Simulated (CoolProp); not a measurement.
A single-stage vapour-compression cycle with propane: evaporating at 279.15 K (dew point), condensing at 327.15 K (bubble point), superheat 10 K, subcooling 5 K, compressor efficiency 0.75, no pressure losses. Each further row changes one setting.

Computed with CoolProp (reference Helmholtz-energy equation of state, Lemmon 2009).

| case | cooling COP | pressure ratio | discharge temperature (K) | refrigerating effect (kJ/kg) | volumetric capacity (kJ/m³) |
|---|---|---|---|---|---|
| as stated | ___ | 3.29 | 349.2 | 266 | 3110 |
| evaporating temperature 284.15 K | 3.95 | ___ | ___ | 272 | ___ |
| condensing temperature 322.15 K | ___ | 2.95 | 343.4 | 281 | 3280 |
| subcooling 10 K | ___ | 3.29 | 349.2 | 281 | 3280 |
| superheat 20 K | ___ | 3.29 | 358.8 | 284 | ___ |
| compressor efficiency 0.65 | 2.94 | 3.29 | 354.3 | 266 | 3110 |

Task: Complete the blanks.

Result: 
- as stated, cooling COP: 3.39
- evaporating temperature 284.15 K, pressure ratio: 2.85
- evaporating temperature 284.15 K, discharge temperature (K): 347.5
- evaporating temperature 284.15 K, volumetric capacity (kJ/m³): 3650
- condensing temperature 322.15 K, cooling COP: 3.94
- subcooling 10 K, cooling COP: 3.58
- superheat 20 K, cooling COP: 3.44
- superheat 20 K, volumetric capacity (kJ/m³): 3160
